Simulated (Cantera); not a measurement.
An isothermal, constant-pressure homogeneous reactor starts with 17.9 % CH4, 82.1 % H2, at 1473 K and 0.178 atm.

Model: GRI-Mech 3.0 (53 species, 325 reactions), integrated in Cantera. GRI-Mech 3.0 stops at C3 and has no aromatics, soot or wall deposition, so with more carbon than oxygen in the feed, carbon stays in small species such as C2H2 where larger ones or solid carbon would form.

Question: Predict: x(CH4) at 5.00 s; x(H2) at 5.00 s; x(C2H2) at 5.00 s; x(C2H) at 5.00 s; x(H) at 5.00 s; x(C2H6) at 5.00 s.

Answer: 
```json
{
 "x(CH4) at 5.00 s": "0.108 (gas-phase equilibrium 0.0411)",
 "x(H2) at 5.00 s": "0.862 (gas-phase equilibrium 0.900)",
 "x(C2H2) at 5.00 s": "0.0282 (gas-phase equilibrium 0.0552)",
 "x(C2H) at 5.00 s": "1.15e-9 (gas-phase equilibrium 2.77e-9)",
 "x(H) at 5.00 s": "2.20e-5 (gas-phase equilibrium 2.85e-5)",
 "x(C2H6) at 5.00 s": "1.47e-5 (gas-phase equilibrium 5.73e-6)"
}
```
